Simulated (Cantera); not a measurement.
An adiabatic, constant-pressure homogeneous reactor starts with CO : H2 : CH4 : O2 : N2 = 1 : 1.1 : 0.39 : 0.832 : 9.15 (molar parts), equivalence ratio 2.2, at 1250 K and 3.90 bar.

Detailed kinetics in Cantera: GRI-Mech 3.0 (53 species, 325 reactions).

### Question
Predict: time of steepest temperature rise; temperature at 0.300 s; equilibrium temperature; x(CO) at 0.300 s; x(H2) at 0.300 s; x(HCO) at 0.300 s.

### Answer
```
Quantity                                                             Value
---------------------------------  ---------------------------------------
time of steepest temperature rise                                 0.322 ms
temperature at 0.300 s                                              1988 K
equilibrium temperature                                             1988 K
x(CO) at 0.300 s                     0.0896 (gas-phase equilibrium 0.0896)
x(H2) at 0.300 s                     0.0710 (gas-phase equilibrium 0.0710)
x(HCO) at 0.300 s                  2.60e-8 (gas-phase equilibrium 2.60e-8)
```
